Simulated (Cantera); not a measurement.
Mixture: 4.62 % CH4, 20.1 % O2, 75.3 % N2, at 5.50 bar, adiabatic and at constant pressure. Ignition delay is the time to a rise of 400 K.

Model: GRI-Mech 3.0 (53 species, 325 reactions), integrated in Cantera.

Task: Predict: delay at 1050 K; delay at 1250 K; delay at 1450 K; delay at 1650 K; apparent activation energy between 1550 and 1750 K.

Result: 
```json
{
 "delay at 1050 K": "53.4 ms",
 "delay at 1250 K": "3.35 ms",
 "delay at 1450 K": "0.374 ms",
 "delay at 1650 K": "67.0 µs",
 "apparent activation energy between 1550 and 1750 K": "170 kJ/mol"
}
```
